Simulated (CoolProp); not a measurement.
Properties of oxygen along the isobar 0.794 MPa (Tc = 154.6 K, pc = 5.046 MPa, ω = 0.022).

Values from CoolProp's reference Helmholtz-energy equation of state, Schmidt 1985.

| T (K) | phase | density (kg/m³) | cv (kJ/(kg K)) |
|---|---|---|---|
| 69 | liquid | 1243 | 1.023 |
| 83.1 | liquid | … | … |
| 97.1 | liquid | … | 0.9056 |
| 111.2 | liquid | 1029 | 0.8630 |
| 125.2 | gas | 27.32 | 0.6892 |
| 139.3 | gas | 23.73 | 0.6774 |
| 153.3 | gas | 21.11 | 0.6691 |
| 167.4 | gas | … | 0.6636 |
| 181.4 | gas | 17.42 | 0.6600 |

Some entries are withheld; supply them.


- 83.1, density (kg/m³): 1177
- 83.1, cv (kJ/(kg K)): 0.9582
- 97.1, density (kg/m³): 1108
- 167.4, density (kg/m³): 19.06
